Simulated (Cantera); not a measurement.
Cantera run:

```python
import numpy as np
import cantera as ct

gas_names = """
    C CH CH2 CH3 CH2OH CH3O CH4 CH3OH CO CO2 COOH C2 C2H CHCO,ketyl C2H2,acetylene C2H2,vinylidene
    CH2CO,ketene C2H3,vinyl CH3CO,acetyl C2H4 C2H4O,ethylen CH3CHO,ethanal CH3COOH (HCOOH)2 C2H5 C2H6
    CH3OCH3 C2H5OH C2O C3 C3H3,propargyl C3H4,allene C3H4,propyne C3H4,cyclo- C3H5,allyl C3H6,propylene
    C3H6,cyclo- C3H6O C3H7,n-propyl C3H7,i-propyl C3H8 C3H8O,1propanol C3H8O,2propanol C3O2 C4 C4H2
    C4H4,1,3-cyclo- C4H6,butadiene C4H6,2-butyne C4H6,cyclo- C4H8,1-butene C4H8,cis2-buten
    C4H8,tr2-butene C4H8,isobutene C4H8,cyclo- (CH3COOH)2 C4H9,n-butyl C4H9,i-butyl C4H9,s-butyl
    C4H9,t-butyl C4H10,isobutane C4H10,n-butane C5 C5H6,1,3cyclo- C5H8,cyclo- C5H10,1-pentene
    C5H10,cyclo- C5H11,pentyl C5H11,t-pentyl C5H12,n-pentane C5H12,i-pentane CH3C(CH3)2CH3 C6H2
    C6H5,phenyl C6H5O,phenoxy C6H6 C6H5OH,phenol C6H10,cyclo- C6H12,1-hexene C6H12,cyclo- C6H13,n-hexyl
    C7H7,benzyl C7H8 C7H8O,cresol C7H14,1-heptene C7H15,n-heptyl C7H16,n-heptane C8H8,styrene
    C8H10,ethylbenz C8H16,1-octene C8H17,n-octyl C8H18,isooctane C8H18,n-octane C9H19,n-nonyl
    C10H8,naphthale C10H21,n-decyl C12H9,o-bipheny C12H10,bipheny Fe FeC5O5 FeO Fe(OH)2 H HCO HO2 H2
    HCHO,formaldehy HCOOH H2O H2O2 O OH O2 O3
""".split()
cond_names = """
    C(gr) C6H6(L) C7H8(L) C8H18(L),n-octa Fe(a) Fe(c) Fe(d) Fe(L) FeC5O5(L) FeO(s) FeO(L) Fe(OH)2(s)
    Fe(OH)3(s) Fe2O3(s) Fe3O4(s) H2O(s) H2O(L)
""".split()


def load(file, names, dense=False):
    # The tables refer to 1 bar. Condensed volumes are neglected.
    table = {s.name: s for s in ct.Species.list_from_file(file)}
    out = []
    for n in names:
        d = dict(table[n].input_data)
        d["thermo"] = dict(d["thermo"], **{"reference-pressure": 1e5})
        if dense:
            d["equation-of-state"] = {"model": "constant-volume", "density": "1e6 g/cm^3"}
        out.append(ct.Species.from_dict(d))
    return out


gas = ct.Solution(thermo="ideal-gas", species=load("nasa_gas.yaml", gas_names))
cond = {s.name: ct.Solution(thermo="fixed-stoichiometry", species=[s], name=s.name)
        for s in load("nasa_condensed.yaml", cond_names, dense=True)}
atoms = {
    'Fe3O4': {'Fe': 3, 'O': 4},
    'C': {'C': 1},
    'H2': {'H': 2},
}
top_T = {'C(gr)': 4500, 'Fe2O3(s)': 1830, 'Fe3O4(s)': 1870}  # K; cautious upper limits of use, not melting points


def equilibrate(T, P, feed):
    n = {}
    for name, mol in feed.items():
        for a, k in atoms[name].items():
            n[a] = n.get(a, 0.0) + k * mol
    gas.TPX = T, P, n
    mass = sum(n.values()) * gas.mean_molecular_weight
    gas.equilibrate("TP")
    valid = [c for c in cond.values() if c.min_temp <= T <= top_T.get(c.name, c.max_temp)]
    mix = ct.Mixture([(gas, mass / gas.mean_molecular_weight)] + [(c, 0.0) for c in valid])
    mix.T, mix.P = T, P
    mix.equilibrate("TP", solver="vcs", rtol=1e-11, max_steps=5000)
    return mix


results = []
feed = {'Fe3O4': 1, 'C': 5.8, 'H2': 0.2}  # mol
P = 10000  # Pa
for T in [1750, 1800, 1850, 1900, 1950, 2000, 2050, 2100, 2150]:
    mix = equilibrate(T, P, feed)
    results.append((T, P, feed, dict(zip(mix.species_names, mix.species_moles))))
    x = sorted(zip(gas.X, gas.species_names), reverse=True)
    print(f"T = {T:g} K  P = {P:g} Pa  gas = {mix.phase_moles(0):.4g} mol")
    print("   x: " + "  ".join(f"{s} {v:.3e}" for v, s in x if v > 1e-05))
    print("   condensed (mol): " + ("  ".join(f"{mix.phase(i).name} {mix.phase_moles(i):.4g}"
          for i in range(1, mix.n_phases) if mix.phase_moles(i) > 1e-12) or "none"))
```

Result:

```
T = 1750 K  P = 10000 Pa  gas = 4.201 mol
   x: CO 9.522e-01  H2 4.752e-02  H 1.603e-04  Fe 1.393e-04
   condensed (mol): C(gr) 1.8  Fe(d) 2.999
T = 1800 K  P = 10000 Pa  gas = 4.202 mol
   x: CO 9.520e-01  H2 4.747e-02  Fe 2.947e-04  H 2.467e-04
   condensed (mol): C(gr) 1.8  Fe(d) 2.999
T = 1850 K  P = 10000 Pa  gas = 4.203 mol
   x: CO 9.516e-01  H2 4.738e-02  Fe 5.853e-04  H 3.708e-04  C2H2,acetylene 1.239e-05
   condensed (mol): C(gr) 1.8  Fe(L) 2.998
T = 1900 K  P = 10000 Pa  gas = 4.206 mol
   x: CO 9.511e-01  H2 4.726e-02  Fe 1.114e-03  H 5.455e-04  C2H2,acetylene 1.805e-05
   condensed (mol): C(gr) 1.8  Fe(L) 2.995
T = 1950 K  P = 10000 Pa  gas = 4.21 mol
   x: CO 9.501e-01  H2 4.708e-02  Fe 2.049e-03  H 7.866e-04  C2H2,acetylene 2.573e-05
   condensed (mol): C(gr) 1.8  Fe(L) 2.991
T = 2000 K  P = 10000 Pa  gas = 4.218 mol
   x: CO 9.484e-01  H2 4.683e-02  Fe 3.647e-03  H 1.113e-03  C2H2,acetylene 3.597e-05
   condensed (mol): C(gr) 1.8  Fe(L) 2.985
T = 2050 K  P = 10000 Pa  gas = 4.23 mol
   x: CO 9.456e-01  H2 4.646e-02  Fe 6.301e-03  H 1.546e-03  C2H2,acetylene 4.933e-05
   condensed (mol): C(gr) 1.8  Fe(L) 2.973
T = 2100 K  P = 10000 Pa  gas = 4.249 mol
   x: CO 9.413e-01  H2 4.594e-02  Fe 1.059e-02  H 2.112e-03  C2H2,acetylene 6.637e-05
   condensed (mol): C(gr) 1.799  Fe(L) 2.955
T = 2150 K  P = 10000 Pa  gas = 4.28 mol
   x: CO 9.345e-01  H2 4.522e-02  Fe 1.735e-02  H 2.836e-03  C2H2,acetylene 8.759e-05
   condensed (mol): C(gr) 1.799  Fe(L) 2.926
```

Equilibrium computed with Cantera from the NASA thermochemical tables; the gas is ideal and each condensed phase is pure. Iron dissolves carbon and melts from about 1420 K in contact with it, which pure phases cannot show. Condensed phases not in the tables: cementite and carbon dissolved in iron.
